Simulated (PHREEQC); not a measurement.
0.5 mol of Siderite (FeCO3) is brought to equilibrium with 1 kg of water holding 3.4 mmol/kgw CaCl2, at 25 °C under several pressures of CO2. The system is closed to oxygen. The run lets Siderite, Calcite, Portlandite precipitate or redissolve, and no other solid.

Computed with PHREEQC (ion-association model, wateq4f.dat).

| log pCO2 (atm) | pH | dissolved Fe (mol/kgw) | dissolved C (mol/kgw) |
|---|---|---|---|
| -5 | 8.48 | 3.25e-5 | 5.60e-5 |
| -4.5 | 8.16 | 4.35e-5 | 8.23e-5 |
| -4 | 7.83 | 6.13e-5 | 0.000122 |
| -3.5 | 7.50 | 8.84e-5 | 0.000185 |
| -3 | 7.17 | 0.000129 | 0.000291 |
| -2.5 | 6.84 | 0.000190 | 0.000486 |
| -2 | 6.50 | 0.000281 | 0.000900 |
| -1.5 | 6.17 | 0.000417 | 0.00191 |
| -1 | 5.84 | 0.000623 | 0.00464 |
| -0.5 | 5.51 | 0.000938 | 0.0126 |
| 0 | 5.18 | 0.00143 | 0.0368 |
